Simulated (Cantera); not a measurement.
**AlCl3 + O2 + H2 (aluminium nitride and oxide growth)**

Input: 1 mol AlCl3, a varied amount of O2, 20 mol H2, held at 750 K and 0.133 bar.

Cantera equilibrium calculation (NASA polynomials, part measured and part estimated; ideal gas, pure solids and liquids). Candidate condensed phases: Al, AlCl3, Al2O3, H2O; 29 gas species. Condensed phases not in the tables: AlOCl. Rates play no part.

```json
[
 {"n(O2) (mol)": "1.2", "log p H2O": "-2.25", "log p H2": "-0.96", "log p HCl": "-1.73", "log p O2": "<-12", "log p Cl2": "<-12", "log p HOCl": "<-12", "log p Cl": "<-12", "n Al2O3(s)": "0.500"},
 {"n(O2) (mol)": "1.5", "log p H2O": "-2.03", "log p H2": "-0.98", "log p HCl": "-1.73", "log p O2": "<-12", "log p Cl2": "<-12", "log p HOCl": "<-12", "log p Cl": "<-12", "n Al2O3(s)": "0.500"},
 {"n(O2) (mol)": "1.8", "log p H2O": "-1.89", "log p H2": "-0.99", "log p HCl": "-1.73", "log p O2": "<-12", "log p Cl2": "<-12", "log p HOCl": "<-12", "log p Cl": "<-12", "n Al2O3(s)": "0.500"},
 {"n(O2) (mol)": "2.2", "log p H2O": "-1.75", "log p H2": "-1.01", "log p HCl": "-1.73", "log p O2": "<-12", "log p Cl2": "<-12", "log p HOCl": "<-12", "log p Cl": "<-12", "n Al2O3(s)": "0.500"},
 {"n(O2) (mol)": "2.7", "log p H2O": "-1.62", "log p H2": "-1.04", "log p HCl": "-1.73", "log p O2": "<-12", "log p Cl2": "<-12", "log p HOCl": "<-12", "log p Cl": "<-12", "n Al2O3(s)": "0.500"},
 {"n(O2) (mol)": "3.3", "log p H2O": "-1.50", "log p H2": "-1.08", "log p HCl": "-1.73", "log p O2": "<-12", "log p Cl2": "<-12", "log p HOCl": "<-12", "log p Cl": "<-12", "n Al2O3(s)": "0.500"},
 {"n(O2) (mol)": "4", "log p H2O": "-1.39", "log p H2": "-1.13", "log p HCl": "-1.73", "log p O2": "<-12", "log p Cl2": "<-12", "log p HOCl": "<-12", "log p Cl": "<-12", "n Al2O3(s)": "0.500"},
 {"n(O2) (mol)": "4.9", "log p H2O": "-1.29", "log p H2": "-1.20", "log p HCl": "-1.73", "log p O2": "<-12", "log p Cl2": "<-12", "log p HOCl": "<-12", "log p Cl": "<-12", "n Al2O3(s)": "0.500"},
 {"n(O2) (mol)": "6.1", "log p H2O": "-1.18", "log p H2": "-1.32", "log p HCl": "-1.73", "log p O2": "<-12", "log p Cl2": "<-12", "log p HOCl": "<-12", "log p Cl": "<-12", "n Al2O3(s)": "0.500"},
 {"n(O2) (mol)": "7.4", "log p H2O": "-1.08", "log p H2": "-1.49", "log p HCl": "-1.73", "log p O2": "<-12", "log p Cl2": "<-12", "log p HOCl": "<-12", "log p Cl": "<-12", "n Al2O3(s)": "0.500"},
 {"n(O2) (mol)": "9.1", "log p H2O": "-0.98", "log p H2": "-1.95", "log p HCl": "-1.73", "log p O2": "<-12", "log p Cl2": "<-12", "log p HOCl": "<-12", "log p Cl": "<-12", "n Al2O3(s)": "0.500"},
 {"n(O2) (mol)": "11", "log p H2O": "-0.96", "log p H2": "<-12", "log p HCl": "-1.78", "log p O2": "-2.25", "log p Cl2": "-3.18", "log p HOCl": "-6.98", "log p Cl": "-7.16", "n Al2O3(s)": "0.500"}
]
```
log p: log10 of the partial pressure in bar; n: condensed amount in mol.

From 1.2 mol O2 to 11 mol O2 the condensed part is Al2O3(s).
